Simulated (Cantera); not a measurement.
Feed: 1 mol C₂F₆, 1.7 mol F₂, 0.086 mol H₂, equilibrated at 0.255 Torr.

Method: chemical equilibrium by Gibbs-energy minimisation in Cantera with the NASA 1993 tables (ideal gas, pure condensed phases). Candidate condensed phases: C, C₆H₆, C₇H₈, C₈H₁₈; 95 gas species. The feed counts by its element totals alone. Gases not in the tables: C₂F₆ and larger saturated fluorocarbons. The numbers say what is thermodynamically allowed, not how fast it happens. All values below are at 1452 °C.

Base state: CF₄ 0.588, F 0.361, HF 0.0506, CF₂ 8.98e-5, CF₃ 8.67e-5 (mole fractions); condensed: gas only.

Q: What changes in the equilibrium state with this change: H₂ from 0.086 to 0.46 mol?

A: 
| species | before | after |
|---|---|---|
| CF₄ | 0.588 | 0.587 |
| HF | 0.0506 | 0.270 |
| F | 0.361 | 0.142 |
| CF₂ | 8.98e-5 | 0.000577 |
| CF₃ | 8.67e-5 | 0.000220 |
